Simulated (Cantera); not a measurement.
## Equilibrium for nitride etching: BN + H2O + H2

Feed: 1 mol BN, a varied amount of H2O, 0.83 mol H2, equilibrated at 1750 °C and 0.100 bar.

Cantera equilibrium calculation (NASA polynomials, part measured and part estimated; ideal gas, pure solids and liquids). Candidate condensed phases: B, BN, B2O3, B3O3H3, H2O; 39 gas species. The tables' values for BH2 are old estimates; treat these amounts as uncertain. Kinetics and transport are ignored.

From 0.36 mol H2O to 0.92 mol H2O the condensed part is BN(s). From 1.3 mol H2O to 2.3 mol H2O nothing is condensed. The main B-bearing gas is HBO at 0.36 mol H2O and HBO2 at 2.3 mol H2O.

```tsv
n(H2O) (mol)	x H2	x HBO2	x N2	x HBO	x H2O	x B2O3	x B2O2	x BO	n BN(s)
0.36	0.726	0.00704	0.106	0.0957	0.000321	0.0167	0.0332	0.00957	0.677
0.49	0.689	0.00872	0.123	0.101	0.000356	0.0231	0.0392	0.0104	0.567
0.67	0.653	0.0104	0.139	0.106	0.000385	0.0303	0.0451	0.0112	0.416
0.92	0.620	0.0119	0.154	0.109	0.000408	0.0377	0.0504	0.0118	0.208
1.3	0.616	0.0270	0.159	0.0851	0.00117	0.0670	0.0309	0.00924	0
1.7	0.629	0.108	0.141	0.0233	0.0175	0.0719	0.00226	0.00250	0
2.3	0.555	0.175	0.121	0.00535	0.109	0.0303	0.000136	0.000612	0
```
x: gas mole fraction; n: condensed amount in mol.
